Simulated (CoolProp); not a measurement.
A single-stage vapour-compression cycle with the fluid: evaporating at 276.15 K (dew point), condensing at 325.15 K (bubble point), superheat 8 K, subcooling 8 K, compressor efficiency 0.65, no pressure losses. The same conditions are run with several fluids, on thermodynamics alone (safety and materials aside).

The numbers come from the reference Helmholtz-energy equation of state of each fluid (R134a: Tillner-Roth 1994; n-perfluoropentane: Gao 2022; R1224YDZ: Akasaka 2023; fluoroethane (R161): Wu 2012; R124: de Vries 1995; R143a: Lemmon and Jacobsen 2000) in CoolProp.

```json
[
 {"fluid": "R134a", "cooling COP": "3.00", "pressure ratio": "4.25", "discharge temperature (K)": "352.5", "refrigerating effect (kJ/kg)": "145", "volumetric capacity (kJ/m³)": "2230"},
 {"fluid": "n-perfluoropentane", "cooling COP": "2.80", "pressure ratio": "6.30", "discharge temperature (K)": "325.1", "refrigerating effect (kJ/kg)": "61.4", "volumetric capacity (kJ/m³)": "264"},
 {"fluid": "R1224YDZ", "cooling COP": "3.16", "pressure ratio": "5.59", "discharge temperature (K)": "343.5", "refrigerating effect (kJ/kg)": "134", "volumetric capacity (kJ/m³)": "545"},
 {"fluid": "fluoroethane (R161)", "cooling COP": "3.02", "pressure ratio": "3.77", "discharge temperature (K)": "369.8", "refrigerating effect (kJ/kg)": "292", "volumetric capacity (kJ/m³)": "3150"},
 {"fluid": "R124", "cooling COP": "3.07", "pressure ratio": "4.48", "discharge temperature (K)": "344.7", "refrigerating effect (kJ/kg)": "118", "volumetric capacity (kJ/m³)": "1320"},
 {"fluid": "R143a", "cooling COP": "2.72", "pressure ratio": "3.55", "discharge temperature (K)": "351.1", "refrigerating effect (kJ/kg)": "126", "volumetric capacity (kJ/m³)": "3600"}
]
```

The compression ends wet for: n-perfluoropentane.
